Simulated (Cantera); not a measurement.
Cantera run:

```python
import numpy as np
import cantera as ct

gas_names = """
    N NO NO2 NO3 N2 N2O O O2 O3 Si SiN SiO SiO2 Si2 Si2N Si3
""".split()
cond_names = """
    Si(cr) Si(L) SiO2(Lqz) SiO2(hqz) SiO2(L) Si2N2O(s) Si3N4(a)
""".split()


# ... load() reads the species with a 1 bar reference pressure and builds the phases ...
atoms = {
    'Si': {'Si': 1},
    'N2O': {'N': 2, 'O': 1},
    'N2': {'N': 2},
}
top_T = {'Si2N2O(s)': 2100, 'Si3N4(a)': 2400}  # K; cautious upper limits of use, not melting points


# ... equilibrate(T, P, feed) seeds the gas with the atoms and calls Mixture.equilibrate('TP', solver="vcs", rtol=1e-11, max_steps=5000) ...
results = []
feed = {'Si': 1, 'N2O': 1.2, 'N2': 8.6}  # mol
P = 51000  # Pa
for T in [1173, 1323, 1473, 1623, 1773, 1923, 2073]:
    mix = equilibrate(T, P, feed)
    results.append((T, P, feed, dict(zip(mix.species_names, mix.species_moles))))

top = {s: max(r[3][s] / sum(r[3][g] for g in gas_names) for r in results) for s in gas_names}
cols = sorted((s for s in top if top[s] > 0.001), key=lambda s: -top[s])[:8]
seen = [c for c in cond_names if any(r[3].get(c, 0) > 1e-12 for r in results)]
print("log10 of partial pressures in bar; condensed amounts in mol")
print(f"{'T/K':>10s}" + "".join(f"{s[:9]:>10s}" for s in cols + seen))
for T, P, feed, n in results:
    ng = sum(n[g] for g in gas_names)
    print(f"{T:10.4g}" + "".join(f"{np.log10(max(n[s] / ng * P / 1e5, 1e-99)):10.3f}" for s in cols)
          + "".join(f"{n.get(c, 0):10.4g}" for c in seen))
```

Result:

```
log10 of partial pressures in bar; condensed amounts in mol
       T/K        N2       SiO SiO2(hqz)   SiO2(L) Si2N2O(s)
      1173    -0.292   -10.453    0.4667         0    0.2667
      1323    -0.292    -7.899    0.4667         0    0.2667
      1473    -0.292    -5.875    0.4667         0    0.2667
      1623    -0.292    -4.235    0.4663         0    0.2663
      1773    -0.294    -2.883         0    0.4585    0.2585
      1923    -0.308    -1.749         0    0.3502    0.1502
      2073    -0.327    -1.415         0       0.2         0
```

Equilibrium computed with Cantera from the NASA thermochemical tables; the gas is ideal and each condensed phase is pure. Mutual solubility and eutectic melting of coexisting phases are not modelled. The tables hold silica as quartz up to 1696 K and as liquid above; real silica turns to tridymite and cristobalite and melts near 1996 K.
